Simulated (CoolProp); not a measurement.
Vapour-liquid equilibrium of R227EA (1) + n-butane (2) at -5.55 °C; x and y are mole fractions of (1).

Model: multi-fluid Helmholtz-energy mixture model, Lemmon 2016 and Bücker 2006; pair parameters Bell 2016, in CoolProp.

**Question.** Give the bubble pressure and the first vapour's composition at x = 0.55, 0.65, 0.95. Is there an azeotrope?

**Answer.** x = 0.55: 1.847 bar, y = 0.640; x = 0.65: 1.858 bar, y = 0.665; x = 0.95: 1.683 bar, y = 0.899. y crosses x between x = 0.65 and 0.75: the model has an azeotrope there.

Pair parameters are fitted to limited data, so mixtures are less certain than the pure fluids. With so large a gap from Raoult's law the liquid may split in two, which this calculation doesn't test in full.
